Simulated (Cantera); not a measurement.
## Adiabatic ignition

An adiabatic, constant-volume homogeneous reactor starts with CO : H₂ : CH₄ : O₂ : N₂ = 1 : 0.66 : 0.087 : 1.34 : 5.03 (molar parts), at 1600 K and 3.40 bar.

Cantera simulation using GRI-Mech 3.0 (53 species, 325 reactions); the numbers are that mechanism's predictions, not measurements.

```
t (s)     T (K)  P (bar)    x CO     x H₂     x CH₄    x CH₂O    x HCO     x NO    x N₂O
--------  -----  -------  ------  -------  --------  --------  -------  -------  -------
6.00e-6    2093     4.40   0.104   0.0106  2.24e-10   2.40e-9  9.52e-7  1.37e-5  5.97e-7
2.66e-5    2951     5.89  0.0498  0.00647    <1e-12  7.18e-10  1.13e-7  0.00158  2.13e-6
0.000118   2965     5.90  0.0481  0.00624    <1e-12  7.15e-10  1.04e-7  0.01000  2.33e-6
0.000524   2952     5.87  0.0479  0.00626    <1e-12  7.10e-10  1.01e-7   0.0199  2.53e-6
0.00233    2951     5.86  0.0478  0.00626    <1e-12  7.10e-10  1.01e-7   0.0205  2.55e-6
0.0103     2951     5.86  0.0478  0.00626    <1e-12  7.10e-10  1.01e-7   0.0205  2.55e-6
0.0458     2951     5.86  0.0478  0.00626    <1e-12  7.10e-10  1.01e-7   0.0205  2.55e-6
0.203      2951     5.86  0.0478  0.00626    <1e-12  7.10e-10  1.01e-7   0.0205  2.55e-6
0.901      2951     5.86  0.0478  0.00626    <1e-12  7.10e-10  1.01e-7   0.0205  2.55e-6
4.00       2951     5.86  0.0478  0.00626    <1e-12  7.10e-10  1.01e-7   0.0205  2.55e-6
```
x: mole fraction; the columns are a selection and need not sum to one.

| Property | Value |
|---|---|
| time of steepest temperature rise | 4.75 µs |
| temperature at 4.00 s | 2951 K |
| equilibrium temperature | 2951 K |
| x(CO) at 4.00 s | 0.0478 (gas-phase equilibrium 0.0478) |
| x(H₂) at 4.00 s | 0.00626 (gas-phase equilibrium 0.00626) |
| x(CH₄) at 4.00 s | <1e-12 (gas-phase equilibrium <1e-12) |
